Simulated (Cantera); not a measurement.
Equilibrium for aluminium nitride and oxide growth: AlBr3 + NH3 + N2

A closed system holds: 1 mol AlBr3, 320 mol NH3, 5.2 mol N2.

Equilibrium computed with Cantera from the NASA thermochemical tables; the gas is ideal and each condensed phase is pure. Candidate condensed phases: Al, AlBr3, AlN, Br2; 19 gas species. Kinetics and transport are ignored.

Question: Map the stable condensed phases over T = 752, 827, 902, 977, 1052, 1127, 1202, 1277, 1352, 1427, 1502, 1577, 1652 °C and P in Pa = 10, 37, 140, 520, 1900, 7200, 27000, 100000.

Answer: 
```
T in °C \ P in Pa
             10     37    140    520   1900   7200  27000 100000
   1652       A      A      A      A      A      A      A      B
   1577       A      A      A      A      A      A      B      B
   1502       A      A      A      A      A      A      B      B
   1427       A      A      A      A      A      B      B      B
   1352       A      A      A      A      B      B      B      B
   1277       A      A      A      B      B      B      B      B
   1202       A      A      B      B      B      B      B      B
   1127       A      B      B      B      B      B      B      B
   1052       B      B      B      B      B      B      B      B
    977       B      B      B      B      B      B      B      B
    902       B      B      B      B      B      B      B      B
    827       B      B      B      B      B      B      B      B
    752       B      B      B      B      B      B      B      B
```
A: gas only; B: AlN.
